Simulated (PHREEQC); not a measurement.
Consider water at 25 °C with 0.00013 mol/kgw NiSO4, 3.3e-05 mol/kgw NaOH and 0.00078 mol/kgw MnSO4. Closed to the air; pH follows from the charge balance.

The numbers come from PHREEQC with the ion-association model, wateq4f.dat.

Precipitation was switched off in this run.

Order these Ni species by the share of Ni that they hold, largest first: Ni+2, Ni(OH)2, NiSO4, NiOH+.

Ni+2 (83 %), NiSO4 (8.2 %), NiOH+ (6.3 %), Ni(OH)2 (2.9 %)

Order these Mn species by the share of Mn that they hold, largest first: Mn+2, MnSO4, MnOH+.

Mn+2 (90 %), MnSO4 (8.2 %), MnOH+ (1.3 %)

The pH is 8.82 and the ionic strength 0.00333 mol/kgw. The solution is supersaturated, for example in Ni(OH)2, Ni4(OH)6SO4, so a real one may precipitate; this is no full list. Complexes and solids missing from the database can't appear.
